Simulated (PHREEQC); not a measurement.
Model water analysis in mmol/kgw, 75 °C, pH 6.74, pe 10.4:

| constituent | mmol/kgw |
|---|---|
| Na | 0.398 |
| K | 0.202 |
| Ca | 0.974 |
| Mg | 0.119 |
| Cl | 0.768 |
| S(6) | 0.246 |
| Alkalinity (meq/kgw) | 1.6 |
| Li | 0.000344 |
| N(5) | 0.0302 |
| Zn | 0.043 |

Valence states are taken as typed.

Model: ion-association model, phreeqc.dat, run in PHREEQC.

This is a speciation only: nothing precipitates in the calculation.

Q: Order these Zn species by the share of Zn that they hold, largest first: Zn+2, ZnSO4, ZnOH+, ZnHCO3+, ZnCO3.

A: Zn+2 (71 %), ZnHCO3+ (10 %), ZnOH+ (8.8 %), ZnCO3 (6.3 %), ZnSO4 (2.7 %)

The pH is 6.74 and the ionic strength 0.00404 mol/kgw. Constants without temperature data keep their 25 °C values here. The database's zinc carbonate complexes are estimates, stronger than later reviews accept.
